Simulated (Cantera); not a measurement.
A Cantera script and what it prints.

```python
import numpy as np
import cantera as ct

gas_names = """
    CL CL2 H HCL H2 N NH NH2 NH3 N2 N2H2 N2H4 Si SiCL SiCL2 SiCL3 SiCL4 SiH SiHCL3 SiH2 SiH2CL2 SiH3
    SiH3CL SiH4 SiN Si2 Si2N Si3
""".split()
cond_names = """
    NH4CL(a) NH4CL(b) Si(cr) Si(L) Si3N4(a)
""".split()


# ... load() reads the species with a 1 bar reference pressure and builds the phases ...
atoms = {
    'SiH2Cl2': {'Si': 1, 'H': 2, 'CL': 2},
    'NH3': {'N': 1, 'H': 3},
    'N2': {'N': 2},
}
top_T = {'Si3N4(a)': 2400}  # K; cautious upper limits of use, not melting points


# ... equilibrate(T, P, feed) seeds the gas with the atoms and calls Mixture.equilibrate('TP', solver="vcs", rtol=1e-11, max_steps=5000) ...
results = []
T = 1923.15  # K
P = 710  # Pa
for m in [1.7, 6, 10, 14, 19, 23, 27, 31, 36, 40, 44]:
    feed = {'SiH2Cl2': 1, 'NH3': m, 'N2': 21}  # mol
    mix = equilibrate(T, P, feed)
    results.append((T, P, feed, dict(zip(mix.species_names, mix.species_moles))))
    x = sorted(zip(gas.X, gas.species_names), reverse=True)
    print(f"T = {T:g} K  P = {P:g} Pa  n(NH3) = {m:g} mol  gas = {mix.phase_moles(0):.4g} mol")
    print("   x: " + "  ".join(f"{s} {v:.3e}" for v, s in x if v > 0.0001))
    print("   condensed (mol): " + ("  ".join(f"{mix.phase(i).name} {mix.phase_moles(i):.4g}"
          for i in range(1, mix.n_phases) if mix.phase_moles(i) > 1e-12) or "none"))
```

Output:

```
T = 1923.15 K  P = 710 Pa  n(NH3) = 1.7 mol  gas = 26.54 mol
   x: N2 8.233e-01  H2 1.164e-01  HCL 3.081e-02  SiCL2 2.143e-02  H 3.819e-03  Si 2.394e-03  SiCL 7.954e-04  CL 7.602e-04
   condensed (mol): Si(L) 0.3365
T = 1923.15 K  P = 710 Pa  n(NH3) = 6 mol  gas = 35.21 mol
   x: N2 6.816e-01  H2 2.644e-01  HCL 3.342e-02  SiCL2 1.110e-02  H 5.755e-03  Si 2.394e-03  SiCL 5.726e-04  CL 5.473e-04
   condensed (mol): Si(L) 0.4914
T = 1923.15 K  P = 710 Pa  n(NH3) = 10 mol  gas = 43.27 mol
   x: N2 6.008e-01  H2 3.509e-01  HCL 3.095e-02  SiCL2 7.172e-03  H 6.630e-03  Si 2.394e-03  SiCL 4.602e-04  CL 4.399e-04
   condensed (mol): Si(L) 0.55
T = 1923.15 K  P = 710 Pa  n(NH3) = 14 mol  gas = 51.33 mol
   x: N2 5.454e-01  H2 4.109e-01  HCL 2.809e-02  H 7.174e-03  SiCL2 5.048e-03  Si 2.394e-03  SiCL 3.861e-04  CL 3.690e-04  SiH 1.058e-04
   condensed (mol): Si(L) 0.579
T = 1923.15 K  P = 710 Pa  n(NH3) = 19 mol  gas = 61.41 mol
   x: N2 4.966e-01  H2 4.640e-01  HCL 2.490e-02  H 7.624e-03  SiCL2 3.512e-03  Si 2.394e-03  SiCL 3.221e-04  CL 3.078e-04  SiH 1.124e-04
   condensed (mol): Si(L) 0.5946
T = 1923.15 K  P = 710 Pa  n(NH3) = 23 mol  gas = 69.47 mol
   x: H2 4.956e-01  N2 4.678e-01  HCL 2.274e-02  H 7.879e-03  SiCL2 2.742e-03  Si 2.394e-03  SiCL 2.846e-04  CL 2.720e-04  SiH 1.162e-04
   condensed (mol): Si(L) 0.5975
T = 1923.15 K  P = 710 Pa  n(NH3) = 27 mol  gas = 77.53 mol
   x: H2 5.207e-01  N2 4.449e-01  HCL 2.089e-02  H 8.076e-03  Si 2.394e-03  SiCL2 2.202e-03  SiCL 2.550e-04  CL 2.437e-04  SiH 1.191e-04
   condensed (mol): Si(L) 0.595
T = 1923.15 K  P = 710 Pa  n(NH3) = 31 mol  gas = 85.59 mol
   x: H2 5.411e-01  N2 4.264e-01  HCL 1.930e-02  H 8.233e-03  Si 2.394e-03  SiCL2 1.808e-03  SiCL 2.311e-04  CL 2.209e-04  SiH 1.214e-04
   condensed (mol): Si(L) 0.5887
T = 1923.15 K  P = 710 Pa  n(NH3) = 36 mol  gas = 95.66 mol
   x: H2 5.618e-01  N2 4.076e-01  HCL 1.760e-02  H 8.389e-03  Si 2.394e-03  SiCL2 1.449e-03  SiCL 2.069e-04  CL 1.977e-04  SiH 1.237e-04
   condensed (mol): Si(L) 0.577
T = 1923.15 K  P = 710 Pa  n(NH3) = 40 mol  gas = 103.7 mol
   x: H2 5.755e-01  N2 3.952e-01  HCL 1.644e-02  H 8.491e-03  Si 2.394e-03  SiCL2 1.234e-03  SiCL 1.909e-04  CL 1.824e-04  SiH 1.252e-04
   condensed (mol): Si(L) 0.5653
T = 1923.15 K  P = 710 Pa  n(NH3) = 44 mol  gas = 111.8 mol
   x: H2 5.873e-01  N2 3.846e-01  HCL 1.542e-02  H 8.577e-03  Si 2.394e-03  SiCL2 1.063e-03  SiCL 1.772e-04  CL 1.694e-04  SiH 1.264e-04
   condensed (mol): Si(L) 0.5521
```

These are equilibrium values from Cantera (NASA tables, ideal gas, pure condensed phases), not measurements of a reactor. The tables' values for SiCl, SiN, SiCl3 are old estimates; treat these amounts as uncertain. Gases not in the tables: Si2H6 and higher silanes.
